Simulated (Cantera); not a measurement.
Input: 1 mol CH₃SiH₃, 100 mol H₂, at 2100 K and 24.0 Torr.

Equilibrium computed with Cantera from the NASA thermochemical tables; the gas is ideal and each condensed phase is pure. Candidate condensed phases: C, C₆H₆, C₇H₈, C₈H₁₈, Si, SiC; 87 gas species. The feed counts by its element totals alone. Gases not in the tables: Si₂H₆ and higher silanes. The numbers say what is thermodynamically allowed, not how fast it happens.

Base state: H₂ 0.982, H 0.0173, Si 0.000638, C₂H₂ (acetylene) 0.000368, SiH 6.13e-5, SiH₂ 2.74e-5, Si₂C 2.61e-5, SiC₂ 1.07e-5 (mole fractions); condensed: SiC(s).

Question: What changes in the equilibrium state with this change: pressure from 24.0 Torr to 0.975 Torr?

Answer: 
```csv
species,before,after
H₂,0.982,0.907
H,0.0173,0.0823
Si,0.000638,0.00790
SiC₂,1.07e-5,0.000509
Si₂C,2.61e-5,0.000319
C₂H₂ (acetylene),0.000368,0.00131
SiH,6.13e-5,0.000147
SiH₂,2.74e-5,1.27e-5
"SiC(s), mol",0.918,0
"C(graphite), mol",0,0.569
```

Question: What changes in the equilibrium state with this change: temperature from 2100 K to 1100 K?

Answer: 
```csv
species,before,after
H₂,0.982,1.000
H,0.0173,1.45e-7
SiH₂,2.74e-5,1.32e-9
Si,0.000638,<1e-9
C₂H₂ (acetylene),0.000368,<1e-9
SiH,6.13e-5,<1e-9
Si₂C,2.61e-5,<1e-9
"SiC(s), mol",0.918,1.000
"Si(s), mol",0,0.000101
```
Mutual solubility and eutectic melting of coexisting phases are not modelled.
